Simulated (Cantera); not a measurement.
Input (Python, Cantera) and output of one run.

```python
import numpy as np
import cantera as ct

gas_names = [...]  # 140 gases of nasa_gas.yaml made of C, Fe, H, N, O
cond_names = """
    C(gr) C6H6(L) C7H8(L) C8H18(L),n-octa Fe(a) Fe(c) Fe(d) Fe(L) FeC5O5(L) FeO(s) FeO(L) Fe(OH)2(s)
    Fe(OH)3(s) Fe2O3(s) Fe3O4(s) H2O(s) H2O(L)
""".split()


# ... load() reads the species with a 1 bar reference pressure and builds the phases ...
atoms = {
    'Fe2O3': {'Fe': 2, 'O': 3},
    'CH4': {'C': 1, 'H': 4},
    'N2': {'N': 2},
    'C': {'C': 1},
}
top_T = {'C(gr)': 4500, 'Fe2O3(s)': 1830, 'Fe3O4(s)': 1870}  # K; cautious upper limits of use, not melting points


# ... equilibrate(T, P, feed) seeds the gas with the atoms and calls Mixture.equilibrate('TP', solver="vcs", rtol=1e-11, max_steps=5000) ...
results = []
feed = {'Fe2O3': 1, 'CH4': 0.31, 'N2': 0.26, 'C': 2}  # mol
T = 1623.15  # K
P = 13332.2  # Pa
mix = equilibrate(T, P, feed)
results.append((T, P, feed, dict(zip(mix.species_names, mix.species_moles))))
x = sorted(zip(gas.X, gas.species_names), reverse=True)
print(f"T = {T:g} K  P = {P:g} Pa  gas = {mix.phase_moles(0):.4g} mol")
print("   x: " + "  ".join(f"{s} {v:.3e}" for v, s in x if v > 0.0001))
print("   condensed (mol): " + ("  ".join(f"{mix.phase(i).name} {mix.phase_moles(i):.4g}"
      for i in range(1, mix.n_phases) if mix.phase_moles(i) > 1e-12) or "none"))
```

Result:

```
T = 1623.15 K  P = 13332.2 Pa  gas = 3.19 mol
   x: CO 6.294e-01  H2 1.325e-01  CO2 9.467e-02  N2 8.150e-02  H2O 6.181e-02
   condensed (mol): Fe(c) 1.809  FeO(s) 0.1908
```

Cantera equilibrium calculation (NASA polynomials, part measured and part estimated; ideal gas, pure solids and liquids). Mutual solubility and eutectic melting of coexisting phases are not modelled. The tables' stoichiometric FeO is somewhat more stable than real wüstite, so its field is too wide. FeO: taken at fixed stoichiometry.
